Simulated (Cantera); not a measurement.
An isothermal, constant-pressure homogeneous reactor starts with C₂H₆ : N₂ = 1 : 130 (molar parts), at 1050 K and 4.05 Torr. Integrator tolerance rtol = 1e-08.

Detailed kinetics in Cantera: GRI-Mech 3.0 (53 species, 325 reactions). GRI-Mech 3.0 stops at C3 and has no aromatics, soot or wall deposition, so with more carbon than oxygen in the feed, carbon stays in small species such as C2H2 where larger ones or solid carbon would form. Radical loss at walls, strong at low pressure, is not modelled.

Problem. What does this change do: pressure from 4.05 Torr to 10.5 Torr?

Solution. 
```tsv
quantity	before	after
x(C₂H₆) at 30.0 s	0.000645 (gas-phase equilibrium 2.13e-9)	0.000119 (gas-phase equilibrium 1.22e-8)
x(CH₂) at 30.0 s	7.00e-11 (gas-phase equilibrium <1e-12)	5.11e-12 (gas-phase equilibrium <1e-12)
x(C₂H₂) at 30.0 s	0.000922 (gas-phase equilibrium 0.00167)	0.00167 (gas-phase equilibrium 0.00158)
x(C₂H₄) at 30.0 s	0.00566 (gas-phase equilibrium 2.30e-5)	0.00547 (gas-phase equilibrium 5.34e-5)
x(CH₃) at 30.0 s	1.96e-6 (gas-phase equilibrium 5.57e-9)	4.09e-7 (gas-phase equilibrium 8.29e-9)
```

Problem. What does this change do: temperature 1050 to 1923 K?

Solution. 
```csv
quantity,before,after
x(C₂H₆) at 30.0 s,0.000645 (gas-phase equilibrium 2.13e-9),<1e-12 (gas-phase equilibrium <1e-12)
x(CH₂) at 30.0 s,7.00e-11 (gas-phase equilibrium <1e-12),1.20e-9 (gas-phase equilibrium 1.40e-9)
x(C₂H₂) at 30.0 s,0.000922 (gas-phase equilibrium 0.00167),0.00738 (gas-phase equilibrium 0.000468)
x(C₂H₄) at 30.0 s,0.00566 (gas-phase equilibrium 2.30e-5),6.43e-9 (gas-phase equilibrium 3.78e-10)
x(CH₃) at 30.0 s,1.96e-6 (gas-phase equilibrium 5.57e-9),1.35e-8 (gas-phase equilibrium 1.05e-8)
```
